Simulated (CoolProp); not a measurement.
Vapour-liquid equilibrium of carbon dioxide (1) + propylene (2) at 258.4 K; x and y are mole fractions of (1).

Computed with CoolProp (multi-fluid Helmholtz-energy mixture model, Span 1996 and Lemmon 2013; pair parameters Bell 2016).

Task: Give the bubble pressure and the first vapour's composition at x = 0.35, 0.5, 0.875. Is there an azeotrope?

Result: x = 0.35: 1297 kPa, y = 0.761; x = 0.5: 1566 kPa, y = 0.824; x = 0.875: 2118 kPa, y = 0.945. No azeotrope shows between x = 0.05 and 0.95.

The pair parameters rest on a limited set of measurements; away from them the model extrapolates.
